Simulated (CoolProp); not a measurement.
Ethylene along the isobar 13300 kPa: fugacity coefficient from the reference equation and from simpler models built on Tc = 9.2 °C, pc = 5042 kPa, ω = 0.087; each cubic takes its own stable root.

Model: reference Helmholtz-energy equation of state, Smukala 2000, in CoolProp.

```tsv
T (°C)	phase	reference	van der Waals	Redlich-Kwong	Soave-Redlich-Kwong	Peng-Robinson
-88.85	liquid	0.02471	0.08737	0.02649	0.02509	0.02402
-66.75	liquid	0.05911	0.1399	0.06446	0.06057	0.05728
-44.55	liquid	0.1151	0.2033	0.1249	0.1188	0.1117
-22.45	liquid	0.1921	0.2741	0.2053	0.1992	0.1867
-0.35	liquid	0.2861	0.3492	0.2996	0.2971	0.2783
21.85	supercritical	0.3901	0.4258	0.4001	0.4041	0.3788
43.95	supercritical	0.4933	0.5000	0.4966	0.5085	0.4771
66.15	supercritical	0.5860	0.5693	0.5825	0.6013	0.5649
88.25	supercritical	0.6619	0.6309	0.6537	0.6776	0.6379
110.45	supercritical	0.7231	0.6841	0.7120	0.7399	0.6984
132.55	supercritical	0.7725	0.7288	0.7594	0.7905	0.7483
154.75	supercritical	0.8131	0.7665	0.7987	0.8323	0.7901
176.85	supercritical	0.8466	0.7983	0.8311	0.8667	0.8250
```
